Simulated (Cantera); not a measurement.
# Transport properties of process gases

Gas mixture: 100 % NO, at 0.130 bar, frozen composition.

Cantera's kinetic-theory transport with the Lennard-Jones parameters of GRI-Mech 3.0, ideal gas; thermal conductivity in the multicomponent form.

```csv
T (K),ρ (kg/m³),cp (J/kg/K),μ (µPa s),λ (mW/m/K),Pr,D (cm²/s) H₂,D (cm²/s) OH,D (cm²/s) CO₂
400,0.117,998.6,23.1,32.5,0.711,9.87,4.03,2.03
500,0.0938,1016,27.0,38.7,0.709,14.4,5.89,3.02
600,0.0782,1041,30.6,45.0,0.708,19.5,8.02,4.15
700,0.0670,1067,34.0,51.2,0.708,25.2,10.4,5.42
800,0.0586,1092,37.1,57.3,0.708,31.4,13.0,6.81
900,0.0521,1114,40.1,63.1,0.707,38.2,15.8,8.31
1000,0.0469,1133,42.9,68.8,0.707,45.5,18.8,9.93
```
D: mixture-averaged diffusion coefficient of that species in the mixture.
